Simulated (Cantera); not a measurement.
Input: 1 mol Al, 1 mol H2O, 100 mol N2, at 6.60 mbar.

Method: chemical equilibrium by Gibbs-energy minimisation in Cantera with the NASA 1993 tables (ideal gas, pure condensed phases). Candidate condensed phases: Al, AlN, Al2O3, H2O; 35 gas species. Rates play no part. All values below are at 1602 °C.

Base state: N2 0.987, H2 0.00947, Al 0.00215, Al2O 0.000849, H 0.000785 (mole fractions); condensed: Al2O3(s).

### Question
What changes in the equilibrium state with this change: Al replaced by Si?

### Answer
| species | before | after |
|---|---|---|
| N2 | 0.987 | 0.980 |
| SiO | 0 | 0.00980 |
| H2 | 0.00947 | 0.00941 |
| Al | 0.00215 | 0 |
| Al2O | 0.000849 | 0 |
| H | 0.000785 | 0.000783 |
| Al2O3(s), mol | 0.305 | 0 |
Further candidate phases: Si, SiO2, Si2N2O, Si3N4.
